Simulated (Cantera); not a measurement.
Charge: 1 mol SiH2Cl2, 0.028 mol HCl, 120 mol N2, at 977 °C and 1330 Pa.

Method: chemical equilibrium by Gibbs-energy minimisation in Cantera with the NASA 1993 tables (ideal gas, pure condensed phases). Candidate condensed phases: NH4Cl, Si, Si3N4; 28 gas species. N2 is the only nitrogen source here; it is nearly inert below about 1500 K, so the nitride shown seldom forms there in practice. The tables' values for SiCl3 are old estimates; treat these amounts as uncertain. The numbers say what is thermodynamically allowed, not how fast it happens.

Base state: N2 0.984, HCl 0.0138, H2 0.00145, SiCl4 0.000568, SiCl2 0.000149, SiCl3 0.000109 (mole fractions); condensed: Si3N4(s).

Task: What changes in the equilibrium state with this change: N2 from 120 to 6 mol?

Result: 
```
species          before     after
-------------  --------  --------
N2                0.984     0.745
HCl              0.0138     0.184
H2              0.00145    0.0464
SiCl4          0.000568    0.0213
SiHCl3          2.13e-6  0.000191
SiCl3          0.000109   0.00173
Si3N4(s), mol     0.300     0.274
```

Task: What changes in the equilibrium state with this change: temperature from 977 °C to 1152 °C?

Result: 
```
species          before     after
-------------  --------  --------
N2                0.984     0.984
HCl              0.0138    0.0122
H2              0.00145   0.00222
SiCl2          0.000149   0.00170
Cl              1.30e-6   1.26e-5
SiCl4          0.000568  0.000103
SiCl3          0.000109  0.000211
Si3N4(s), mol     0.300     0.252
```

Task: What changes in the equilibrium state with this change: temperature from 977 °C to 1425 °C?

Result: 
| species | before | after |
|---|---|---|
| N2 | 0.984 | 0.983 |
| HCl | 0.0138 | 0.00580 |
| H2 | 0.00145 | 0.00538 |
| SiCl2 | 0.000149 | 0.00532 |
| SiCl | <1e-9 | 1.75e-5 |
| Si | <1e-9 | 1.17e-5 |
| SiCl4 | 0.000568 | 5.78e-7 |
| Si3N4(s), mol | 0.300 | 0.115 |
The tables' values for SiCl3, SiCl are old estimates; treat these amounts as uncertain.
